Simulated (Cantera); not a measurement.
Input: 1 mol CCl4, 0.072 mol Si, equilibrated at 1225 K and 1.33 mbar.

Method: chemical equilibrium by Gibbs-energy minimisation in Cantera with the NASA 1993 tables (ideal gas, pure condensed phases). Candidate condensed phases: C, Si, SiC; 24 gas species. The numbers say what is thermodynamically allowed, not how fast it happens.

Base state: Cl2 0.815, Cl 0.151, SiCl4 0.0345 (mole fractions); condensed: C(graphite).

Problem. What changes in the equilibrium state with this change: CCl4 replaced by CF4?

Solution. 
| species | before | after |
|---|---|---|
| CF4 | 0 | 0.928 |
| SiF4 | 0 | 0.0720 |
| Cl2 | 0.815 | 0 |
| Cl | 0.151 | 0 |
| SiCl4 | 0.0345 | 0 |
| C(graphite), mol | 1.000 | 0.0720 |
Gases not in the tables: C2F6 and larger saturated fluorocarbons.
